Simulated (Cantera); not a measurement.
Input (Python, Cantera) and output of one run.

```python
import numpy as np
import cantera as ct

gas_names = """
    B BH BH2 BH3 BN BO BO2 B2 B2O B2O2 B2O3 B3O3H3 H HBO HBO2 HNO HNO2 HNO3 HO2 H2 H2O H2O2 H3B3O6 N NH
    NH2 NH3 NH2OH NO NO2 NO3 N2 N2H2 N2H4 N2O O OH O2 O3
""".split()
cond_names = """
    B(b) B(L) BN(s) B2O3(L) B3O3H3(cr) H2O(s) H2O(L)
""".split()


# ... load() reads the species with a 1 bar reference pressure and builds the phases ...
atoms = {
    'B2O3': {'B': 2, 'O': 3},
    'O2': {'O': 2},
    'NH3': {'N': 1, 'H': 3},
}
top_T = {'BN(s)': 3200}  # K; cautious upper limits of use, not melting points


# ... equilibrate(T, P, feed) seeds the gas with the atoms and calls Mixture.equilibrate('TP', solver="vcs", rtol=1e-11, max_steps=5000) ...
results = []
feed = {'B2O3': 1, 'O2': 0.22, 'NH3': 1.4}  # mol
for P in [10, 37, 140, 520, 1900, 7200, 27000, 100000]:
    for T in [1700, 1750, 1800, 1850, 1900, 1950, 2000, 2050, 2100, 2150, 2200, 2250, 2300, 2350]:
        mix = equilibrate(T, P, feed)
        results.append((T, P, feed, dict(zip(mix.species_names, mix.species_moles))))

for T, P, feed, n in results:
    print(f"{T:7g} {P:10.4g}  " + (" + ".join(c for c in cond_names if n.get(c, 0) > 1e-12) or "gas only"))
```

It prints:

```
   1700         10  gas only
   1750         10  gas only
   1800         10  gas only
   1850         10  gas only
   1900         10  gas only
   1950         10  gas only
   2000         10  gas only
   2050         10  gas only
   2100         10  gas only
   2150         10  gas only
   2200         10  gas only
   2250         10  gas only
   2300         10  gas only
   2350         10  gas only
   1700         37  gas only
   1750         37  gas only
   1800         37  gas only
   1850         37  gas only
   1900         37  gas only
   1950         37  gas only
   2000         37  gas only
   2050         37  gas only
   2100         37  gas only
   2150         37  gas only
   2200         37  gas only
   2250         37  gas only
   2300         37  gas only
   2350         37  gas only
   1700        140  gas only
   1750        140  gas only
   1800        140  gas only
   1850        140  gas only
   1900        140  gas only
   1950        140  gas only
   2000        140  gas only
   2050        140  gas only
   2100        140  gas only
   2150        140  gas only
   2200        140  gas only
   2250        140  gas only
   2300        140  gas only
   2350        140  gas only
   1700        520  B2O3(L)
   1750        520  gas only
   1800        520  gas only
   1850        520  gas only
   1900        520  gas only
   1950        520  gas only
   2000        520  gas only
   2050        520  gas only
   2100        520  gas only
   2150        520  gas only
   2200        520  gas only
   2250        520  gas only
   2300        520  gas only
   2350        520  gas only
   1700       1900  B2O3(L)
   1750       1900  B2O3(L)
   1800       1900  gas only
   1850       1900  gas only
   1900       1900  gas only
   1950       1900  gas only
   2000       1900  gas only
   2050       1900  gas only
   2100       1900  gas only
   2150       1900  gas only
   2200       1900  gas only
   2250       1900  gas only
   2300       1900  gas only
   2350       1900  gas only
   1700       7200  B2O3(L)
   1750       7200  B2O3(L)
   1800       7200  B2O3(L)
   1850       7200  B2O3(L)
   1900       7200  gas only
   1950       7200  gas only
   2000       7200  gas only
   2050       7200  gas only
   2100       7200  gas only
   2150       7200  gas only
   2200       7200  gas only
   2250       7200  gas only
   2300       7200  gas only
   2350       7200  gas only
   1700    2.7e+04  B2O3(L)
   1750    2.7e+04  B2O3(L)
   1800    2.7e+04  B2O3(L)
   1850    2.7e+04  B2O3(L)
   1900    2.7e+04  B2O3(L)
   1950    2.7e+04  B2O3(L)
   2000    2.7e+04  gas only
   2050    2.7e+04  gas only
   2100    2.7e+04  gas only
   2150    2.7e+04  gas only
   2200    2.7e+04  gas only
   2250    2.7e+04  gas only
   2300    2.7e+04  gas only
   2350    2.7e+04  gas only
   1700      1e+05  B2O3(L)
   1750      1e+05  B2O3(L)
   1800      1e+05  B2O3(L)
   1850      1e+05  B2O3(L)
   1900      1e+05  B2O3(L)
   1950      1e+05  B2O3(L)
   2000      1e+05  B2O3(L)
   2050      1e+05  B2O3(L)
   2100      1e+05  B2O3(L)
   2150      1e+05  gas only
   2200      1e+05  gas only
   2250      1e+05  gas only
   2300      1e+05  gas only
   2350      1e+05  gas only
```

Cantera equilibrium calculation (NASA polynomials, part measured and part estimated; ideal gas, pure solids and liquids).
